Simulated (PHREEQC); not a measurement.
Make-up at 10 °C: 0.00011 mol/kgw HF, 0.00092 mol/kgw KF and 0.00031 mol/kgw (NH4)2SiF6. Closed to the air; pH follows from the charge balance.

Equilibrium calculation in PHREEQC: ion-association model, wateq4f.dat.

```yaml
pH: 3.53
ionic_strength: 0.00198 mol/kgw
total_alkalinity: -1.35 meq/kg
```

```json
[
 {"species": "F-", "molality": "0.00159", "activity": "0.00151", "log γ": "-0.021"},
 {"species": "K+", "molality": "0.000920", "activity": "0.000877", "log γ": "-0.021"},
 {"species": "NH4+", "molality": "0.000620", "activity": "0.000591", "log γ": "-0.021"},
 {"species": "HF", "molality": "0.000517", "activity": "0.000517", "log γ": "0.000"},
 {"species": "H+", "molality": "0.000310", "activity": "0.000296", "log γ": "-0.020"},
 {"species": "H4SiO4", "molality": "0.000180", "activity": "0.000180", "log γ": "0.000"},
 {"species": "SiF6-2", "molality": "0.000130", "activity": "0.000107", "log γ": "-0.083"},
 {"species": "HF2-", "molality": "2.72e-6", "activity": "2.59e-6", "log γ": "-0.021"},
 {"species": "H2F2", "molality": "1.17e-6", "activity": "1.17e-6", "log γ": "0.000"}
]
```

No solid was allowed to form. The solution is supersaturated, for example in Quartz (slow to form), so a real one may precipitate; this is no full list. Complexes and solids missing from the database can't appear. At this temperature some constants are extrapolated from 25 °C, and those without enthalpy data are left unchanged. SiF6-2 is the database's only silicon fluoride.
